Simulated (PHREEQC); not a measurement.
**Hard or scaling water: speciation**

Dissolve 16 mmol/kgw MgCl2, 56 mmol/kgw Na2SO4 and 0.2 mmol/kgw H4SiO4 at 25 °C. Closed to the air; pH follows from the charge balance.

The numbers come from PHREEQC with the ion-association model, phreeqc.dat.

No solid was allowed to form.

### Question
Predict the pH.

### Answer
pH 6.81.

### Question
In which forms is Mg present?

### Answer
MgSO4 51 %, Mg+2 49 % of the Mg.

The solution is supersaturated, for example in Quartz (slow to form), so a real one may precipitate; this is no full list. Complexes and solids missing from the database can't appear.
